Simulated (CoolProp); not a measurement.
Decamethylcyclopentasiloxane (D5) at several states: fugacity coefficient from the reference equation and from simpler models built on Tc = 618.3 K, pc = 1078 kPa, ω = 0.631; each cubic takes its own stable root.

The numbers come from the reference Helmholtz-energy equation of state, Thol 2019 in CoolProp.

```
T (K)  p (kPa)   phase  reference  Soave-Redlich-Kwong  Peng-Robinson
-----  -------  ------  ---------  -------------------  -------------
452.8      232  liquid     0.1914                    ?              ?
255.5      777  liquid   2.885e-7             7.861e-7              ?
513.7     1720  liquid          ?               0.1219              ?
```

Problem. Fill in the missing entries.

Solution. 
- 452.8, Soave-Redlich-Kwong: 0.1921
- 452.8, Peng-Robinson: 0.1937
- 255.5, Peng-Robinson: 1.134e-6
- 513.7, reference: 0.1177
- 513.7, Peng-Robinson: 0.1175
